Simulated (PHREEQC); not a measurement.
Dissolve 0.91 mol/kgw NaBr, 0.285 mol/kgw SrCl2 and 0.5 mol/kgw LiCl at 20 °C. Closed to the air; pH follows from the charge balance.

All values are PHREEQC results (Pitzer model, pitzer.dat), not measurements.

The ionic strength is 2.27 mol/kgw and the activity of water comes out as 0.933. The density is 1.114 g/cm³ and the osmotic coefficient is 1.055.

| species | molality | activity | log γ |
|---|---|---|---|
| Cl- | 1.07 | 0.606 | -0.247 |
| Br- | 0.910 | 0.565 | -0.207 |
| Na+ | 0.910 | 0.823 | -0.044 |
| Li+ | 0.500 | 0.614 | 0.089 |
| Sr+2 | 0.285 | 0.113 | -0.401 |
| H+ | 1.26e-7 | 1.84e-7 | 0.167 |
| OH- | 1.26e-7 | 3.46e-8 | -0.560 |

This is a speciation only: nothing precipitates in the calculation.
